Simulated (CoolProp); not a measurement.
Model: reference Helmholtz-energy equation of state, Zhou 2012, in CoolProp.

Task: For ethylbenzene, give the phase and the density (kg/m³), conductivity (mW/(m K)) at 204.75 °C and 5.02 MPa.

Result: 
- 204.75 °C and 5.02 MPa: liquid; density 699, conductivity 92.4

Thermal conductivity comes from a separate model (Mylona 2014).
